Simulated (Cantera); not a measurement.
An adiabatic, constant-volume homogeneous reactor starts with CH3OH : O2 : N2 = 1 : 3.49 : 10.1 (molar parts), equivalence ratio 0.43, at 1548 K and 500000 Pa.

Cantera simulation using GRI-Mech 3.0 (53 species, 325 reactions); the numbers are that mechanism's predictions, not measurements. GRI-Mech 3.0 was tuned for natural gas; its chemistry of methanol as a main component is partial and can be far from experiment.

Task: Predict: time of steepest temperature rise; temperature at 5.00 s; equilibrium temperature; x(O2) at 5.00 s; x(CO2) at 5.00 s; x(OH) at 5.00 s.

Result: time of steepest temperature rise: 39.4 µs
temperature at 5.00 s: 2721 K
equilibrium temperature: 2721 K
x(O2) at 5.00 s: 0.117 (gas-phase equilibrium 0.117)
x(CO2) at 5.00 s: 0.0594 (gas-phase equilibrium 0.0594)
x(OH) at 5.00 s: 0.0150 (gas-phase equilibrium 0.0150)
